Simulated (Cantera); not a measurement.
Input: 1 mol TEOS, 0.38 mol O2, 0.18 mol CO2, at 220 Pa.

These are equilibrium values from Cantera (NASA tables, ideal gas, pure condensed phases), not measurements of a reactor. Candidate condensed phases: C, C6H6, C7H8, C8H18, H2O, Si, SiC, SiO2; 123 gas species. The feed counts by its element totals alone. Mutual solubility and eutectic melting of coexisting phases are not modelled. The tables hold silica as quartz up to 1696 K and as liquid above; real silica turns to tridymite and cristobalite and melts near 1996 K. The numbers say what is thermodynamically allowed, not how fast it happens.

**Question.** Which condensed phases are stable at each of these points (T (°C)): 825, 925, 1025, 1125, 1225, 1325, 1425?

**Answer.** 
| T (°C) | condensed phases | Si condensed (%) |
|---|---|---|
| 825 | C(graphite) + SiO2(β-quartz) | 100.0 |
| 925 | C(graphite) + SiO2(β-quartz) | 100.0 |
| 1025 | C(graphite) + SiC(s) + SiO2(β-quartz) | 99.8 |
| 1125 | C(graphite) + SiC(s) | 99.4 |
| 1225 | C(graphite) + SiC(s) | 99.0 |
| 1325 | C(graphite) + SiC(s) | 98.5 |
| 1425 | C(graphite) + SiC(s) | 97.9 |

From 825 °C to 925 °C the condensed part is C(graphite) + SiO2(β-quartz). At 1025 °C the condensed part is C(graphite) + SiC(s) + SiO2(β-quartz). From 1125 °C to 1425 °C the condensed part is C(graphite) + SiC(s).
